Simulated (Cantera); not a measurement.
Feed: 1 mol c-C₄F₈, 9.3 mol H₂, 0.025 mol F₂, held at 13.3 mbar.

Cantera equilibrium calculation (NASA polynomials, part measured and part estimated; ideal gas, pure solids and liquids). Candidate condensed phases: C, C₆H₆, C₇H₈, C₈H₁₈; 95 gas species. The feed counts by its element totals alone. Equilibrium is a limit: real reactors are often held back by kinetics, nucleation or transport. All values below are at 1750 °C.

Base state: HF 0.601, H₂ 0.388, H 0.0103, C₂H₂ (acetylene) 0.000347 (mole fractions); condensed: C(graphite).

**Question.** What changes in the equilibrium state with this change: c-C₄F₈ replaced by CF₄?

**Answer.** 
```json
[
 {"species": "H₂", "before": "0.388", "after": "0.631"},
 {"species": "HF", "before": "0.601", "after": "0.355"},
 {"species": "H", "before": "0.0103", "after": "0.0131"},
 {"species": "C₂H₂ (acetylene)", "before": "0.000347", "after": "0.000564"},
 {"species": "C(graphite), mol", "before": "3.99", "after": "0.987"}
]
```
